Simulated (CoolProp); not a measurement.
A single-stage vapour-compression cycle with R141b: evaporating at 287.15 K (dew point), condensing at 313.15 K (bubble point), superheat 0 K, subcooling 8 K, compressor efficiency 0.65, no pressure losses. Each further row changes one setting.

Computed with CoolProp (reference Helmholtz-energy equation of state, Lemmon 2006). It is a short technical equation, of lower accuracy than the large ones.

| case | cooling COP | pressure ratio | discharge temperature (K) | refrigerating effect (kJ/kg) | volumetric capacity (kJ/m³) |
|---|---|---|---|---|---|
| as stated | 6.95 | 2.59 | 328.3 | 210 | 542 |
| evaporating temperature 292.15 K | 8.87 | 2.12 | 324.9 | 214 | ___ |
| condensing temperature 308.15 K | ___ | ___ | 320.9 | 216 | 557 |
| subcooling 13 K | ___ | 2.59 | 328.3 | 216 | 557 |
| superheat 10 K | ___ | 2.59 | 338.9 | 218 | ___ |
| compressor efficiency 0.55 | 5.88 | 2.59 | ___ | 210 | 542 |

### Question
Complete the blanks.

### Answer

- evaporating temperature 292.15 K, volumetric capacity (kJ/m³): 663
- condensing temperature 308.15 K, cooling COP: 8.73
- condensing temperature 308.15 K, pressure ratio: 2.19
- subcooling 13 K, cooling COP: 7.14
- superheat 10 K, cooling COP: 6.94
- superheat 10 K, volumetric capacity (kJ/m³): 541
- compressor efficiency 0.55, discharge temperature (K): 334.8
